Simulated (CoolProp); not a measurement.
Saturation properties of tetradecamethylhexasiloxane (MD4M).

Model: reference Helmholtz-energy equation of state, Thol 2019, in CoolProp.

| T (K) | p (MPa) | liquid density (kg/m³) | vapour density (kg/m³) |
|---|---|---|---|
| 467.2 | 0.01812 | 716.4 | 2.217 |
| 470.5 | 0.02008 | 712.8 | 2.446 |
| 473.9 | 0.02227 | 709.0 | 2.702 |
| 477.2 | 0.02458 | 705.3 | 2.970 |
| 480.6 | 0.02715 | 701.4 | 3.270 |
| 483.9 | 0.02985 | 697.7 | 3.583 |
| 487.3 | 0.03285 | 693.8 | 3.931 |
| 490.7 | 0.03609 | 689.8 | 4.305 |
| 494 | 0.03947 | 686.0 | 4.696 |
| 497.4 | 0.04321 | 682.0 | 5.129 |

It boils at 532.8 K under 1 atm.
